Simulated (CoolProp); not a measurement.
A closed Brayton cycle with dry air: compressor inlet 320.15 K and 7.3 MPa, high pressure 19.8 MPa, turbine inlet 685 K, compressor efficiency 0.85, turbine efficiency 0.93, recuperator effectiveness 0.95 (on enthalpy, no pinch check). Each further row changes one setting.

Computed with CoolProp (reference Helmholtz-energy equation of state, Lemmon 2000). It is a pseudo-pure fit of the blend.

```json
[
 {"case": "as stated", "thermal efficiency (%)": "…", "net work (kJ/kg)": "38.1", "compressor to turbine work": "0.77", "compressor exit (K)": "445.7", "turbine exit (K)": "531.9"},
 {"case": "turbine inlet 635 K", "thermal efficiency (%)": "…", "net work (kJ/kg)": "…", "compressor to turbine work": "…", "compressor exit (K)": "445.7", "turbine exit (K)": "491.6"},
 {"case": "compressor inlet 330.15 K", "thermal efficiency (%)": "19.1", "net work (kJ/kg)": "…", "compressor to turbine work": "0.80", "compressor exit (K)": "459.4", "turbine exit (K)": "531.9"},
 {"case": "high pressure 16.8 MPa", "thermal efficiency (%)": "24.3", "net work (kJ/kg)": "…", "compressor to turbine work": "0.74", "compressor exit (K)": "…", "turbine exit (K)": "…"},
 {"case": "recuperator effectiveness 0.5", "thermal efficiency (%)": "17.4", "net work (kJ/kg)": "38.1", "compressor to turbine work": "0.77", "compressor exit (K)": "445.7", "turbine exit (K)": "531.9"}
]
```

Task: Complete the blanks.

Result: 
- as stated, thermal efficiency (%): 21.4
- turbine inlet 635 K, thermal efficiency (%): 15.7
- turbine inlet 635 K, net work (kJ/kg): 25.6
- turbine inlet 635 K, compressor to turbine work: 0.84
- compressor inlet 330.15 K, net work (kJ/kg): 33.7
- high pressure 16.8 MPa, net work (kJ/kg): 37.7
- high pressure 16.8 MPa, compressor exit (K): 422.5
- high pressure 16.8 MPa, turbine exit (K): 554.7
